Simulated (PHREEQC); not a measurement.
Solution (25 °C): 0.066 mol KHCO3, 0.00089 mol NH3 and 0.00036 mol NaCl per kg of water. Closed to the air; pH follows from the charge balance.

The numbers come from PHREEQC with the ion-association model, phreeqc.dat.

- pH: 8.36
- ionic strength: 0.0685 mol/kgw
- specific conductance: 6810 µS/cm
- density: 1.001 g/cm³
- total alkalinity: 66.9 meq/kg

| species | molality | activity | log γ |
|---|---|---|---|
| K+ | 0.0660 | 0.0522 | -0.102 |
| HCO3- | 0.0642 | 0.0520 | -0.091 |
| CO3-2 | 0.00130 | 0.000563 | -0.365 |
| NH4+ | 0.000809 | 0.000628 | -0.110 |
| CO2 | 0.000501 | 0.000508 | 0.007 |
| Cl- | 0.000360 | 0.000286 | -0.101 |
| Na+ | 0.000348 | 0.000281 | -0.093 |
| NH3 | 8.12e-5 | 8.25e-5 | 0.007 |
| NaHCO3 | 8.09e-6 | 8.22e-6 | 0.007 |
| NaCO3- | 3.67e-6 | 2.94e-6 | -0.095 |
| OH- | 2.95e-6 | 2.33e-6 | -0.103 |
| H+ | 5.16e-9 | 4.34e-9 | -0.075 |
| (CO2)2 | 4.67e-9 | 4.75e-9 | 0.007 |

Precipitation was switched off in this run.
